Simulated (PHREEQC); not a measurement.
Make-up at 25 °C: 0.065 mol/kgw ZnSO4, 0.00036 mol/kgw NaOH and 0.2 mol/kgw H2SO4. Closed to the air; pH follows from the charge balance.

Computed with PHREEQC (ion-association model, phreeqc.dat).

Each row changes one thing in this solution. This is a speciation only: nothing precipitates in the calculation.

```
case                                            pH  ionic strength (mol/kgw)  HSO4- (mol/kgw)  SO4-2 (mol/kgw)  Na+ (mol/kgw)  NaSO4- (mol/kgw)
--------------------------------------------  ----  ------------------------  ---------------  ---------------  -------------  ----------------
as made                                       0.80                     0.372            0.195           0.0400       0.000344           1.62e-5
H2SO4 from 0.2 to 0.18 mol/kgw                0.84                     0.349            0.175           0.0389       0.000344           1.62e-5
0.073 mol/kgw KCl added                       0.80                     0.449              ___           0.0420       0.000344               ___
temperature from 25 to 90 °C                  0.92                     0.337            0.241              ___       0.000353           6.61e-6
diluted 10-fold with water                    1.64                    0.0500           0.0133           0.0106        3.51e-5           8.63e-7
ZnSO4 replaced by CdSO4 at the same molality  0.79                     0.359            0.189           0.0371       0.000345           1.53e-5
ZnSO4 left out                                0.75                     0.255              ___           0.0274       0.000347               ___
```

**Question.** Some entries are withheld; supply them.

**Answer.** 
- 0.073 mol/kgw KCl added, HSO4- (mol/kgw): 0.192
- 0.073 mol/kgw KCl added, NaSO4- (mol/kgw): 1.60e-5
- temperature from 25 to 90 °C, SO4-2 (mol/kgw): 0.0131
- ZnSO4 left out, HSO4- (mol/kgw): 0.173
- ZnSO4 left out, NaSO4- (mol/kgw): 1.28e-5

Away from 25 °C the constants follow the database's enthalpies or fits; those with neither stay at their 25 °C values.
